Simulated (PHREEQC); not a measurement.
Brine (model solution)

Consider water at 25 °C with 3.6 mol HCl and 0.59 mol K2SO4 per kg of water. Closed to the air; pH follows from the charge balance.

Equilibrium calculation in PHREEQC: Pitzer model, pitzer.dat.

This is a speciation only: nothing precipitates in the calculation.

Question: What pH, ionic strength does the model give?

Answer: pH -1.12; ionic strength 4.29 mol/kgw.

Question: In which forms is S present?

Answer: HSO4- 91 %, SO4-2 8.6 % of the S.

Complexes and solids missing from the database can't appear. In brines, pH and single-ion activities rest on the MacInnes convention.
